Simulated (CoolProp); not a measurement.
Vapour-liquid equilibrium of CH2F2 (R32) (1) + R236EA (2) at 0.786 MPa; x and y are mole fractions of (1).

Computed with CoolProp (multi-fluid Helmholtz-energy mixture model, Tillner-Roth 1997 and Rui 2013; pair parameters Bell 2016).

| x | bubble temperature, mixture model (K) | bubble temperature, Raoult's law (K) | y, mixture model | y, Raoult's law |
|---|---|---|---|---|
| 0.05 | 337.1 | 334.0 | 0.163 | 0.255 |
| 0.15 | 325.6 | 319.8 | 0.424 | 0.554 |
| 0.25 | 315.3 | 309.2 | 0.608 | 0.716 |
| 0.35 | 306.4 | 301.0 | 0.735 | 0.812 |
| 0.45 | 298.8 | 294.4 | 0.822 | 0.874 |
| 0.55 | 292.3 | 288.9 | 0.882 | 0.916 |
| 0.65 | 286.6 | 284.2 | 0.924 | 0.945 |
| 0.75 | 281.8 | 280.2 | 0.954 | 0.967 |
| 0.85 | 277.5 | 276.7 | 0.977 | 0.983 |
| 0.95 | 273.8 | 273.5 | 0.993 | 0.995 |

The largest gap from Raoult's law is +6.1 K in bubble temperature, at x = 0.25. No azeotrope shows between x = 0.05 and 0.95.

Pair parameters are fitted to limited data, so mixtures are less certain than the pure fluids.
